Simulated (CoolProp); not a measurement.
Vapour-liquid equilibrium of propylene (1) + propane (2) at 15.95 °C; x and y are mole fractions of (1).

Values from CoolProp's multi-fluid Helmholtz-energy mixture model, Lemmon 2013 and Lemmon 2009; pair parameters Bell 2016.

```json
[
 {"x": "0.05", "bubble pressure (MPa)": "0.7623", "y at the bubble point": "0.062", "dew pressure at overall composition x (MPa)": "0.7601", "liquid density (mol/L)": "11.51"},
 {"x": "0.125", "bubble pressure (MPa)": "0.7791", "y at the bubble point": "0.150", "dew pressure at overall composition x (MPa)": "0.7743", "liquid density (mol/L)": "11.57"},
 {"x": "0.2", "bubble pressure (MPa)": "0.7950", "y at the bubble point": "0.235", "dew pressure at overall composition x (MPa)": "0.7885", "liquid density (mol/L)": "11.63"},
 {"x": "0.275", "bubble pressure (MPa)": "0.8100", "y at the bubble point": "0.315", "dew pressure at overall composition x (MPa)": "0.8026", "liquid density (mol/L)": "11.69"},
 {"x": "0.35", "bubble pressure (MPa)": "0.8242", "y at the bubble point": "0.393", "dew pressure at overall composition x (MPa)": "0.8164", "liquid density (mol/L)": "11.75"},
 {"x": "0.425", "bubble pressure (MPa)": "0.8376", "y at the bubble point": "0.467", "dew pressure at overall composition x (MPa)": "0.8300", "liquid density (mol/L)": "11.82"},
 {"x": "0.5", "bubble pressure (MPa)": "0.8502", "y at the bubble point": "0.540", "dew pressure at overall composition x (MPa)": "0.8433", "liquid density (mol/L)": "11.89"},
 {"x": "0.575", "bubble pressure (MPa)": "0.8620", "y at the bubble point": "0.611", "dew pressure at overall composition x (MPa)": "0.8560", "liquid density (mol/L)": "11.95"},
 {"x": "0.65", "bubble pressure (MPa)": "0.8731", "y at the bubble point": "0.681", "dew pressure at overall composition x (MPa)": "0.8682", "liquid density (mol/L)": "12.03"},
 {"x": "0.725", "bubble pressure (MPa)": "0.8834", "y at the bubble point": "0.750", "dew pressure at overall composition x (MPa)": "0.8798", "liquid density (mol/L)": "12.10"},
 {"x": "0.8", "bubble pressure (MPa)": "0.8930", "y at the bubble point": "0.818", "dew pressure at overall composition x (MPa)": "0.8905", "liquid density (mol/L)": "12.18"},
 {"x": "0.875", "bubble pressure (MPa)": "0.9018", "y at the bubble point": "0.886", "dew pressure at overall composition x (MPa)": "0.9004", "liquid density (mol/L)": "12.25"},
 {"x": "0.95", "bubble pressure (MPa)": "0.9099", "y at the bubble point": "0.954", "dew pressure at overall composition x (MPa)": "0.9094", "liquid density (mol/L)": "12.34"}
]
```

No azeotrope shows between x = 0.05 and 0.95.

The pair parameters rest on a limited set of measurements; away from them the model extrapolates.
